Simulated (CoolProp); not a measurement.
R1234ze(E) along the isotherm 146.85 °C: fugacity coefficient from the reference equation and from simpler models built on Tc = 109.4 °C, pc = 36.35 bar, ω = 0.313; each cubic takes its own stable root.

Model: reference Helmholtz-energy equation of state, Thol 2016, in CoolProp.

```json
[
 {"p (bar)": "0.172", "phase": "gas", "reference": "0.9988", "van der Waals": "0.9989", "Redlich-Kwong": "0.9988", "Soave-Redlich-Kwong": "0.9988", "Peng-Robinson": "0.9987"},
 {"p (bar)": "0.279", "phase": "gas", "reference": "0.9980", "van der Waals": "0.9982", "Redlich-Kwong": "0.9980", "Soave-Redlich-Kwong": "0.9981", "Peng-Robinson": "0.9979"},
 {"p (bar)": "0.45", "phase": "gas", "reference": "0.9968", "van der Waals": "0.9971", "Redlich-Kwong": "0.9968", "Soave-Redlich-Kwong": "0.9970", "Peng-Robinson": "0.9966"},
 {"p (bar)": "0.727", "phase": "gas", "reference": "0.9949", "van der Waals": "0.9953", "Redlich-Kwong": "0.9948", "Soave-Redlich-Kwong": "0.9951", "Peng-Robinson": "0.9944"},
 {"p (bar)": "1.17", "phase": "gas", "reference": "0.9918", "van der Waals": "0.9924", "Redlich-Kwong": "0.9917", "Soave-Redlich-Kwong": "0.9922", "Peng-Robinson": "0.9911"},
 {"p (bar)": "1.9", "phase": "gas", "reference": "0.9867", "van der Waals": "0.9877", "Redlich-Kwong": "0.9865", "Soave-Redlich-Kwong": "0.9873", "Peng-Robinson": "0.9855"},
 {"p (bar)": "3.07", "phase": "gas", "reference": "0.9786", "van der Waals": "0.9801", "Redlich-Kwong": "0.9782", "Soave-Redlich-Kwong": "0.9795", "Peng-Robinson": "0.9766"},
 {"p (bar)": "4.95", "phase": "gas", "reference": "0.9656", "van der Waals": "0.9680", "Redlich-Kwong": "0.9650", "Soave-Redlich-Kwong": "0.9671", "Peng-Robinson": "0.9625"},
 {"p (bar)": "8", "phase": "gas", "reference": "0.9447", "van der Waals": "0.9483", "Redlich-Kwong": "0.9437", "Soave-Redlich-Kwong": "0.9471", "Peng-Robinson": "0.9399"},
 {"p (bar)": "12.9", "phase": "gas", "reference": "0.9118", "van der Waals": "0.9169", "Redlich-Kwong": "0.9099", "Soave-Redlich-Kwong": "0.9153", "Peng-Robinson": "0.9044"},
 {"p (bar)": "20.9", "phase": "gas", "reference": "0.8594", "van der Waals": "0.8658", "Redlich-Kwong": "0.8558", "Soave-Redlich-Kwong": "0.8647", "Peng-Robinson": "0.8482"},
 {"p (bar)": "33.7", "phase": "gas", "reference": "0.7784", "van der Waals": "0.7838", "Redlich-Kwong": "0.7716", "Soave-Redlich-Kwong": "0.7862", "Peng-Robinson": "0.7631"},
 {"p (bar)": "54.5", "phase": "supercritical", "reference": "0.6524", "van der Waals": "0.6437", "Redlich-Kwong": "0.6390", "Soave-Redlich-Kwong": "0.6655", "Peng-Robinson": "0.6367"}
]
```
